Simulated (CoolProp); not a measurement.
The numbers come from the reference Helmholtz-energy equation of state, Lemmon 2005 in CoolProp. It is a short technical equation, of lower accuracy than the large ones.

Question: For cis-2-butene, give the phase and the density (kg/m³), cp (kJ/(kg K)), cv (kJ/(kg K)), speed of sound (m/s) at 176.9 K and 6.91 MPa; 188.6 K and 6.91 MPa; 246.9 K and 6.91 MPa.

Answer: 
- 176.9 K and 6.91 MPa: liquid; density 749, cp 1.97, cv 1.34, speed of sound 1710
- 188.6 K and 6.91 MPa: liquid; density 738, cp 1.97, cv 1.34, speed of sound 1640
- 246.9 K and 6.91 MPa: liquid; density 679, cp 2.05, cv 1.40, speed of sound 1310
